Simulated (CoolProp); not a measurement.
A closed Brayton cycle with dry air: compressor inlet 331.15 K and 1.3 MPa, high pressure 3.64 MPa, turbine inlet 735 K, compressor efficiency 0.85, turbine efficiency 0.9, recuperator effectiveness 0.8 (on enthalpy, no pinch check). Each further row changes one setting.

Computed with CoolProp (reference Helmholtz-energy equation of state, Lemmon 2000). It is a pseudo-pure fit of the blend.

```json
[
 {"case": "as stated", "thermal efficiency (%)": "___", "net work (kJ/kg)": "37.7", "compressor to turbine work": "0.78", "compressor exit (K)": "463.9", "turbine exit (K)": "574.2"},
 {"case": "turbine inlet 685 K", "thermal efficiency (%)": "14.6", "net work (kJ/kg)": "25.7", "compressor to turbine work": "___", "compressor exit (K)": "463.9", "turbine exit (K)": "___"},
 {"case": "compressor inlet 341.15 K", "thermal efficiency (%)": "___", "net work (kJ/kg)": "33.6", "compressor to turbine work": "0.81", "compressor exit (K)": "___", "turbine exit (K)": "574.2"},
 {"case": "high pressure 3.09 MPa", "thermal efficiency (%)": "20.7", "net work (kJ/kg)": "___", "compressor to turbine work": "___", "compressor exit (K)": "___", "turbine exit (K)": "597.2"},
 {"case": "recuperator effectiveness 0.5", "thermal efficiency (%)": "16.3", "net work (kJ/kg)": "37.7", "compressor to turbine work": "0.78", "compressor exit (K)": "463.9", "turbine exit (K)": "574.2"}
]
```

Problem. Fill in the missing entries.

Solution. 
- as stated, thermal efficiency (%): 19.2
- turbine inlet 685 K, compressor to turbine work: 0.84
- turbine inlet 685 K, turbine exit (K): 533.7
- compressor inlet 341.15 K, thermal efficiency (%): 17.3
- compressor inlet 341.15 K, compressor exit (K): 477.6
- high pressure 3.09 MPa, net work (kJ/kg): 37.6
- high pressure 3.09 MPa, compressor to turbine work: 0.75
- high pressure 3.09 MPa, compressor exit (K): 440.2
